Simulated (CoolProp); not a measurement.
Properties of R1132(E) along the isotherm 298.6 K (Tc = 348.8 K, pc = 5.174 MPa, ω = 0.245).

Values from CoolProp's reference Helmholtz-energy equation of state, Akasaka 2024.

```tsv
p (MPa)	phase	Z	Joule-Thomson coefficient (K/MPa)	expansivity (1/kK)
0.0206	gas	0.9977	[?]	3.375
0.0468	gas	0.9947	15.76	3.410
0.106	gas	0.9878	[?]	3.489
0.242	gas	0.9719	16.04	3.684
0.551	gas	0.9339	[?]	[?]
1.25	gas	0.8361	17.98	[?]
2.86	liquid	[?]	[?]	4.277
6.5	liquid	0.1774	[?]	3.599
```

**Question.** Complete the blanks.

**Answer.** 
- 0.0206, Joule-Thomson coefficient (K/MPa): 15.72
- 0.106, Joule-Thomson coefficient (K/MPa): 15.84
- 0.551, Joule-Thomson coefficient (K/MPa): 16.53
- 0.551, expansivity (1/kK): 4.207
- 1.25, expansivity (1/kK): 6.084
- 2.86, Z: 0.07991
- 2.86, Joule-Thomson coefficient (K/MPa): 0.1594
- 6.5, Joule-Thomson coefficient (K/MPa): 0.04411
